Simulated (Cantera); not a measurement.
An isothermal, constant-pressure homogeneous reactor starts with 0.498 % CH₄, 99.5 % N₂, at 1425 K and 0.132 atm.

Model: GRI-Mech 3.0 (53 species, 325 reactions), integrated in Cantera. GRI-Mech 3.0 stops at C3 and has no aromatics, soot or wall deposition, so with more carbon than oxygen in the feed, carbon stays in small species such as C2H2 where larger ones or solid carbon would form.

x: mole fraction; the columns are a selection and need not sum to one.

| t (s) | x CH₄ | x C₂H₂ | x C₂H | x H₂ | x CH₂ | x C₂H₄ | x CH₃ |
|---|---|---|---|---|---|---|---|
| 0.000300 | 0.00498 | <1e-12 | <1e-12 | 8.31e-9 | <1e-12 | <1e-12 | 2.03e-8 |
| 0.000802 | 0.00498 | <1e-12 | <1e-12 | 2.82e-8 | <1e-12 | <1e-12 | 6.03e-8 |
| 0.00214 | 0.00497 | <1e-12 | <1e-12 | 8.20e-8 | <1e-12 | 7.29e-12 | 1.68e-7 |
| 0.00573 | 0.00497 | <1e-12 | <1e-12 | 2.26e-7 | 1.96e-12 | 1.47e-10 | 4.54e-7 |
| 0.0153 | 0.00497 | 1.04e-11 | <1e-12 | 6.15e-7 | 1.20e-11 | 2.83e-9 | 1.21e-6 |
| 0.0410 | 0.00497 | 5.29e-10 | <1e-12 | 1.74e-6 | 7.34e-11 | 5.12e-8 | 3.11e-6 |
| 0.110 | 0.00496 | 2.49e-8 | <1e-12 | 6.04e-6 | 3.82e-10 | 8.02e-7 | 7.29e-6 |
| 0.293 | 0.00493 | 1.00e-6 | <1e-12 | 3.37e-5 | 1.55e-9 | 9.76e-6 | 1.51e-5 |
| 0.783 | 0.00473 | 2.92e-5 | 1.57e-11 | 0.000250 | 3.87e-9 | 7.03e-5 | 2.41e-5 |
| 2.09 | ? | ? | 9.77e-11 | ? | ? | ? | ? |
| 5.60 | ? | ? | 2.05e-10 | ? | ? | ? | ? |
| 15.0 | 0.00219 | 0.00137 | 3.18e-10 | 0.00414 | 1.23e-9 | 1.54e-5 | 8.67e-6 |
| 40.0 | 0.00115 | 0.00189 | 4.37e-10 | 0.00569 | 6.70e-10 | 4.61e-6 | 4.60e-6 |

### Question
Some entries are withheld; supply them.

### Answer

- 2.09, x CH₄: 0.00412
- 2.09, x C₂H₂: 0.000295
- 2.09, x H₂: 0.00112
- 2.09, x CH₂: 3.33e-9
- 2.09, x C₂H₄: 0.000112
- 2.09, x CH₃: 2.04e-5
- 5.60, x CH₄: 0.00326
- 5.60, x C₂H₂: 0.000801
- 5.60, x H₂: 0.00250
- 5.60, x CH₂: 2.02e-9
- 5.60, x C₂H₄: 4.43e-5
- 5.60, x CH₃: 1.38e-5
